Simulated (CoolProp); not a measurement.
Aqueous calcium chloride as a coolant, 28 % by mass, freezing at -39.0 °C, 1 atm.

Computed with CoolProp (Melinder's fits for secondary coolants).

```tsv
T (°C)	viscosity (mPa s)	cp (kJ/(kg K))	conductivity (W/(m K))	density (kg/m³)
-16	8.20	2.731	0.513	1276
-12.5	7.22	2.741	0.518	1275
-9	6.41	2.751	0.523	1273
-5.4	5.71	2.761	0.528	1272
-1.9	5.14	2.771	0.533	1270
1.7	4.65	2.781	0.538	1269
5.2	4.24	2.791	0.543	1267
8.8	3.87	2.800	0.548	1265
12.3	3.56	2.810	0.553	1264
15.8	3.29	2.819	0.558	1262
19.4	3.05	2.829	0.563	1260
22.9	2.83	2.838	0.567	1258
26.5	2.64	2.848	0.572	1256
30	2.46	2.857	0.577	1254
```
